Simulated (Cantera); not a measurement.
A perfectly stirred reactor is fed with CO : H2 : O2 : N2 = 1 : 0.38 : 0.493 : 1.85 (molar parts), equivalence ratio 1.4, at 860000 Pa; it is adiabatic with a 575 K inlet, and is followed from long to short residence time, starting on the burning branch (τ in s: 0.45, 0.19, 0.084, 0.036, 0.016, 0.0069, 0.003, 0.0013, 0.00056, 0.00024, 0.0001, 4.5e-05, 2e-05).

Detailed kinetics in Cantera: GRI-Mech 3.0 (53 species, 325 reactions). The hydrogen kinetics of GRI-Mech 3.0 are dated; newer H2 mechanisms differ, most at raised pressure.

Q: What does this change do: inlet temperature 575 to 625 K?

A: 
| quantity | before | after |
|---|---|---|
| blow-out, bracketed by the residence times tried | burning at 20.0 µs, the shortest tried | burning at 20.0 µs, the shortest tried |
| x(CO) at τ = 0.450 s | 0.116 | 0.117 |
| x(H2) at τ = 0.450 s | 0.00993 | 0.00992 |
| x(O2) at τ = 0.450 s | 0.000862 | 0.00112 |
| x(H2O2) at τ = 0.450 s | 7.32e-8 | 8.84e-8 |
| x(O) at τ = 0.450 s | 0.000199 | 0.000260 |
| x(CO) at τ = 3.00 ms | 0.117 | 0.118 |
| x(H2) at τ = 3.00 ms | 0.0101 | 0.0101 |
| x(O2) at τ = 3.00 ms | 0.00169 | 0.00192 |
| x(H2O2) at τ = 3.00 ms | 1.17e-7 | 1.27e-7 |
| x(O) at τ = 3.00 ms | 0.000360 | 0.000418 |

Q: What does this change do: CO 1 to 1.3 parts?

A: 
```tsv
quantity	before	after
blow-out, bracketed by the residence times tried	burning at 20.0 µs, the shortest tried	burning at 20.0 µs, the shortest tried
x(CO) at τ = 0.450 s	0.116	0.182
x(H2) at τ = 0.450 s	0.00993	0.0148
x(O2) at τ = 0.450 s	0.000862	0.000110
x(H2O2) at τ = 0.450 s	7.32e-8	1.82e-8
x(O) at τ = 0.450 s	0.000199	4.24e-5
x(CO) at τ = 3.00 ms	0.117	0.183
x(H2) at τ = 3.00 ms	0.0101	0.0149
x(O2) at τ = 3.00 ms	0.00169	0.000549
x(H2O2) at τ = 3.00 ms	1.17e-7	5.79e-8
x(O) at τ = 3.00 ms	0.000360	0.000160
```
